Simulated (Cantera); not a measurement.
A closed system holds: 1 mol MgO, 1.2 mol SO3, 0.83 mol O2, at 0.110 bar.

Method: chemical equilibrium by Gibbs-energy minimisation in Cantera with the NASA 1993 tables (ideal gas, pure condensed phases). Candidate condensed phases: Mg, MgO, MgS, MgSO4, S; 14 gas species. The numbers say what is thermodynamically allowed, not how fast it happens. All values below are at 1125 °C.

Base state: O2 0.542, SO2 0.451, SO3 0.00720 (mole fractions); condensed: MgO(s).

Task: What changes in the equilibrium state with this change: 0.15 mol CH4 added?

Result: 
| species | before | after |
|---|---|---|
| SO2 | 0.451 | 0.427 |
| O2 | 0.542 | 0.405 |
| H2O | 0 | 0.108 |
| CO2 | 0 | 0.0541 |
| OH | 0 | 6.42e-5 |
| SO3 | 0.00720 | 0.00590 |
| MgO(s), mol | 1.00 | 1.00 |
Further candidate phases: C, C6H6, C7H8, C8H18, H2O, H2SO4, MgCO3, Mg(OH)2.

Task: What changes in the equilibrium state with this change: 0.071 mol H2S added?

Result: 
```
species       before    after
-----------  -------  -------
O2             0.542    0.495
SO2            0.451    0.471
H2O                0   0.0267
OH                 0  3.36e-5
SO3          0.00720  0.00719
MgO(s), mol     1.00     1.00
```
Further candidate phases: H2O, H2SO4, Mg(OH)2.
